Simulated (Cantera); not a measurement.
An adiabatic, constant-pressure homogeneous reactor starts with CO : H2 : O2 : N2 = 1 : 1.1 : 0.875 : 3.41 (molar parts), equivalence ratio 1.2, at 1300 K and 10.0 bar. Integrator tolerance rtol = 1e-08.

Model: GRI-Mech 3.0 (53 species, 325 reactions), integrated in Cantera. The hydrogen kinetics of GRI-Mech 3.0 are dated; newer H2 mechanisms differ, most at raised pressure.

What does this change do: initial temperature 1300 to 1375 K?


| quantity | before | after |
|---|---|---|
| time of steepest temperature rise | 5.78 µs | 3.28 µs |
| temperature at 9.00 s | 2916 K | 2946 K |
| equilibrium temperature | 2916 K | 2946 K |
| x(CO) at 9.00 s | 0.0781 (gas-phase equilibrium 0.0781) | 0.0806 (gas-phase equilibrium 0.0806) |
| x(H2) at 9.00 s | 0.0182 (gas-phase equilibrium 0.0182) | 0.0190 (gas-phase equilibrium 0.0190) |
| x(O2) at 9.00 s | 0.00950 (gas-phase equilibrium 0.00950) | 0.0105 (gas-phase equilibrium 0.0105) |
| x(NO) at 9.00 s | 0.00800 (gas-phase equilibrium 0.00800) | 0.00872 (gas-phase equilibrium 0.00872) |
| x(H2O2) at 9.00 s | 7.80e-7 (gas-phase equilibrium 7.80e-7) | 8.47e-7 (gas-phase equilibrium 8.47e-7) |
| x(H) at 9.00 s | 0.00521 (gas-phase equilibrium 0.00521) | 0.00586 (gas-phase equilibrium 0.00586) |
| x(H2O) at 9.00 s | 0.166 (gas-phase equilibrium 0.166) | 0.164 (gas-phase equilibrium 0.164) |
